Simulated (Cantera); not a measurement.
Input (Python, Cantera) and output of one run.

```python
import numpy as np
import cantera as ct

gas_names = """
    AL ALH ALN ALO ALOH ALO2 ALO2H AL2 AL2O AL2O2 H HALO HNO HNO2 HNO3 HO2 H2 H2O H2O2 N NH NH2 NH3
    NH2OH NO NO2 NO3 N2 N2H2 N2H4 N2O O OH O2 O3
""".split()
cond_names = """
    AL(cr) AL(L) ALN(s) AL2O3(a) AL2O3(L) H2O(s) H2O(L)
""".split()


# ... load() reads the species with a 1 bar reference pressure and builds the phases ...
atoms = {
    'Al': {'AL': 1},
    'H2O': {'H': 2, 'O': 1},
    'N2': {'N': 2},
}
top_T = {'ALN(s)': 2750}  # K; cautious upper limits of use, not melting points


# ... equilibrate(T, P, feed) seeds the gas with the atoms and calls Mixture.equilibrate('TP', solver="vcs", rtol=1e-11, max_steps=5000) ...
results = []
feed = {'Al': 1, 'H2O': 4.1, 'N2': 7.4}  # mol
P = 13  # Pa
for T in [1250, 1325, 1400, 1475, 1550, 1625, 1700, 1775, 1850, 1925]:
    mix = equilibrate(T, P, feed)
    results.append((T, P, feed, dict(zip(mix.species_names, mix.species_moles))))

top = {s: max(r[3][s] / sum(r[3][g] for g in gas_names) for r in results) for s in gas_names}
cols = sorted((s for s in top if top[s] > 1e-05), key=lambda s: -top[s])[:9]
seen = [c for c in cond_names if any(r[3].get(c, 0) > 1e-12 for r in results)]
print("log10 of partial pressures in bar; condensed amounts in mol")
print(f"{'T/K':>10s}" + "".join(f"{s[:9]:>10s}" for s in cols + seen))
for T, P, feed, n in results:
    ng = sum(n[g] for g in gas_names)
    print(f"{T:10.4g}" + "".join(f"{np.log10(max(n[s] / ng * P / 1e5, 1e-99)):10.3f}" for s in cols)
          + "".join(f"{n.get(c, 0):10.4g}" for c in seen))
```

It prints:

```
log10 of partial pressures in bar; condensed amounts in mol
       T/K        N2       H2O        H2         H        OH         O        O2        NO  AL2O3(a)
      1250    -4.078    -4.532    -4.771    -8.701   -10.449   -14.383   -14.447   -12.421       0.5
      1325    -4.078    -4.532    -4.771    -8.172    -9.769   -13.193   -13.267   -11.615       0.5
      1400    -4.078    -4.532    -4.771    -7.698    -9.161   -12.130   -12.212   -10.894       0.5
      1475    -4.078    -4.532    -4.771    -7.273    -8.615   -11.173   -11.263   -10.246       0.5
      1550    -4.078    -4.532    -4.772    -6.888    -8.121   -10.308   -10.403    -9.659       0.5
      1625    -4.078    -4.533    -4.775    -6.539    -7.672    -9.521    -9.621    -9.126       0.5
      1700    -4.079    -4.534    -4.779    -6.221    -7.263    -8.802    -8.904    -8.638       0.5
      1775    -4.080    -4.536    -4.786    -5.931    -6.888    -8.141    -8.243    -8.190       0.5
      1850    -4.082    -4.542    -4.797    -5.667    -6.543    -7.531    -7.633    -7.776       0.5
      1925    -4.086    -4.554    -4.813    -5.426    -6.230    -6.970    -7.072    -7.397       0.5
```

These are equilibrium values from Cantera (NASA tables, ideal gas, pure condensed phases), not measurements of a reactor.
